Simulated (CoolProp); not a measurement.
Properties of toluene at several states (Tc = 318.6 °C, pc = 4.126 MPa, ω = 0.266).

Values from CoolProp's reference Helmholtz-energy equation of state, Lemmon 2006. It is a short technical equation, of lower accuracy than the large ones.

| T (°C) | p (MPa) | phase | density (kg/m³) | conductivity (mW/(m K)) | fugacity coefficient |
|---|---|---|---|---|---|
| 189.75 | 11.9 | liquid | 717.2 | 96.7 | 0.06719 |
| -74.25 | 0.101 | liquid | [?] | 155 | 9.325e-6 |
| 164.05 | 1.01 | liquid | 722.3 | 95.1 | 0.3445 |
| 172.55 | 0.112 | gas | [?] | [?] | 0.9745 |

### Question
Fill in the missing entries.

### Answer

- -74.25, density (kg/m³): 954.6
- 172.55, density (kg/m³): 2.860
- 172.55, conductivity (mW/(m K)): 23.9

Thermal conductivity comes from a separate model (Assael 2012).
